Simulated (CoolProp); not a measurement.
Vapour-liquid equilibrium of cyclopropane (1) + R134a (2) at 0.417 MPa; x and y are mole fractions of (1).

The numbers come from the multi-fluid Helmholtz-energy mixture model, Polt 1992 and Tillner-Roth 1994; pair parameters Bell 2016 in CoolProp. This equation is an older, rougher fit; its heat capacities, sound speeds and derivatives of the liquid may be far off and weren't checked against measurements.

| x | bubble temperature, mixture model (°C) | bubble temperature, Raoult's law (°C) | y, mixture model | y, Raoult's law |
|---|---|---|---|---|
| 0.05 | 7.0 | 10.0 | 0.135 | 0.057 |
| 0.15 | 2.5 | 9.5 | 0.314 | 0.168 |
| 0.25 | 0.0 | 9.1 | 0.419 | 0.276 |
| 0.35 | -1.4 | 8.7 | 0.486 | 0.381 |
| 0.45 | -2.1 | 8.3 | 0.532 | 0.484 |
| 0.55 | -2.3 | 7.9 | 0.570 | 0.584 |
| 0.65 | -2.3 | 7.4 | 0.607 | 0.681 |
| 0.75 | -1.8 | 7.0 | 0.655 | 0.775 |
| 0.85 | -0.4 | 6.6 | 0.730 | 0.867 |
| 0.95 | 2.9 | 6.2 | 0.872 | 0.956 |

The largest gap from Raoult's law is -10.4 K in bubble temperature, at x = 0.45. y crosses x between x = 0.55 and 0.65: the model has an azeotrope there.

Pair parameters are fitted to limited data, so mixtures are less certain than the pure fluids.
